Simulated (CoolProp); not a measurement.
Vapour-liquid equilibrium of CHF3 (R23) (1) + R13 (2) at -80.45 °C; x and y are mole fractions of (1).

Model: multi-fluid Helmholtz-energy mixture model, Penoncello 2003 and Platzer 1990; pair parameters Bell 2016, in CoolProp. This equation is an older, rougher fit; its heat capacities, sound speeds and derivatives of the liquid may be far off and weren't checked against measurements.

```
x      bubble pressure (bar)  y at the bubble point  dew pressure at overall composition x (bar)  liquid density (mol/L)
-----  ---------------------  ---------------------  -------------------------------------------  ----------------------
0.05                   1.192                  0.143                                        1.108                   14.69
0.125                  1.323                  0.273                                        1.175                   14.97
0.2                    1.405                  0.353                                        1.248                   15.28
0.275                  1.456                  0.408                                        1.325                   15.61
0.35                   1.486                  0.448                                        1.402                   15.96
0.425                  1.503                  0.482                                        1.470                   16.35
0.5                    1.509                  0.511                                        1.508                   16.77
0.575                  1.507                  0.540                                        1.494                   17.22
0.65                   1.495                  0.572                                        1.439                   17.71
0.725                  1.471                  0.611                                        1.367                   18.24
0.8                    1.427                  0.663                                        1.292                   18.81
0.875                  1.353                  0.739                                        1.219                   19.42
0.95                   1.231                  0.863                                        1.151                   20.09
```

y crosses x between x = 0.5 and 0.575: the model has an azeotrope there.

Pair parameters are fitted to limited data, so mixtures are less certain than the pure fluids.
